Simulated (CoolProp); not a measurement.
A Linde-Hampson liquefier for carbon monoxide: isothermal reversible compression at 200 K from 1 atm to 30 MPa, throttling to 1 atm, return gas leaving the recuperator 5 K below the feed. Each further row changes one setting.

Computed with CoolProp (reference Helmholtz-energy equation of state, Lemmon 2006). It is a short technical equation, of lower accuracy than the large ones.

```
case                        liquid yield per pass  compression work (kJ/kg of gas)
--------------------------  ---------------------  -------------------------------
as stated                                   0.269                              316
high pressure 60 MPa                        0.241                              370
warm-end temperature 230 K                  0.194                              376
warm-end gap 10 K                           0.257                              316
```
